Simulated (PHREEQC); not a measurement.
4.5 g of hydrous ferric oxide (600 m²/g; 0.2 weak and 0.005 strong sites per Fe, Dzombak-Morel constants, diffuse double layer) in 1 kg of water with 0.01 mol/kgw of an inert sodium salt and 7.8e-05 mol Na2SO4, at 25 °C; the pH is set by adding NaOH or the inert anion's acid. Oxygen is held at 0.21 atm. No CO2 enters from the air. No solid was allowed to form.

The series has 17 steps of pH, from 3 to 11.

Model: ion-association model, wateq4f.dat, run in PHREEQC.

Question: Near which pH is half of the S sorbed, and on which side is more sorbed?

Answer: Near pH 7.3, with more sorbed at lower pH.

Complexes and solids missing from the database can't appear. The oxide is taken as insoluble; below pH 4 it would dissolve.
